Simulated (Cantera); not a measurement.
A perfectly stirred reactor is fed with C2H6 : N2 = 1 : 87 (molar parts), at 13300 Pa; it is held at 1625 K, and followed from long to short residence time.

Computed with Cantera and GRI-Mech 3.0 (53 species, 325 reactions). GRI-Mech 3.0 stops at C3 and has no aromatics, soot or wall deposition, so with more carbon than oxygen in the feed, carbon stays in small species such as C2H2 where larger ones or solid carbon would form.

### Question
What does this change do: temperature 1625 to 1750 K?

### Answer
| quantity | before | after |
|---|---|---|
| x(C2H6) at τ = 1.20 s | 5.16e-6 | 1.31e-6 |
| x(C2H2) at τ = 1.20 s | 0.0105 | 0.0107 |
| x(C2H) at τ = 1.20 s | 1.47e-7 | 5.59e-7 |
| x(C2H4) at τ = 1.20 s | 3.20e-5 | 1.01e-5 |
| x(HCN) at τ = 1.20 s | 3.32e-5 | 0.000242 |
| x(C2H6) at τ = 72.0 ms | 5.64e-5 | 1.71e-5 |
| x(C2H2) at τ = 72.0 ms | 0.00984 | 0.0103 |
| x(C2H) at τ = 72.0 ms | 2.78e-7 | 9.45e-7 |
| x(C2H4) at τ = 72.0 ms | 0.000252 | 9.11e-5 |
| x(HCN) at τ = 72.0 ms | 2.06e-5 | 0.000121 |

### Question
What does this change do: N2 87 to 13 parts?

### Answer
```
quantity                  before     after
----------------------  --------  --------
x(C2H6) at τ = 1.20 s    5.16e-6   2.19e-5
x(C2H2) at τ = 1.20 s     0.0105    0.0588
x(C2H) at τ = 1.20 s     1.47e-7   2.60e-7
x(C2H4) at τ = 1.20 s    3.20e-5  0.000204
x(HCN) at τ = 1.20 s     3.32e-5   6.00e-6
x(C2H6) at τ = 72.0 ms   5.64e-5  0.000244
x(C2H2) at τ = 72.0 ms   0.00984    0.0546
x(C2H) at τ = 72.0 ms    2.78e-7   4.49e-7
x(C2H4) at τ = 72.0 ms  0.000252   0.00120
x(HCN) at τ = 72.0 ms    2.06e-5   3.76e-6
```
